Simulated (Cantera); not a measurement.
# Thermodynamics of fluorocarbon and chlorocarbon gases, feed CH₃Cl + H₂

Feed: 1 mol CH₃Cl, 0.1 mol H₂, equilibrated at 11.0 Pa.

Method: chemical equilibrium by Gibbs-energy minimisation in Cantera with the NASA 1993 tables (ideal gas, pure condensed phases). Candidate condensed phases: C, C₆H₆, C₇H₈, C₈H₁₈; 91 gas species. Equilibrium is a limit: real reactors are often held back by kinetics, nucleation or transport.

From 1025 K to 1925 K the condensed part is C(graphite). The main C-bearing gas is CH₄ at 1025 K and C₂H₂ (acetylene) at 1925 K.

```tsv
T (K)	log p H₂	log p HCl	log p H	log p Cl	log p C₂H₂ (acetylene)	n C(graphite)
1025	-4.24	-4.28	-10.48	-10.56	-12.90	1.000
1125	-4.24	-4.28	-9.47	-9.56	-11.88	1.000
1225	-4.24	-4.28	-8.63	-8.73	-11.03	1.000
1325	-4.24	-4.28	-7.91	-8.02	-10.31	1.000
1425	-4.24	-4.28	-7.29	-7.41	-9.69	1.000
1525	-4.24	-4.28	-6.75	-6.88	-9.16	1.000
1625	-4.24	-4.29	-6.27	-6.42	-8.69	1.000
1725	-4.25	-4.29	-5.85	-6.01	-8.28	1.000
1825	-4.25	-4.31	-5.48	-5.66	-7.92	1.000
1925	-4.27	-4.34	-5.16	-5.35	-7.61	0.999
```
log p: log10 of the partial pressure in bar; n: condensed amount in mol.
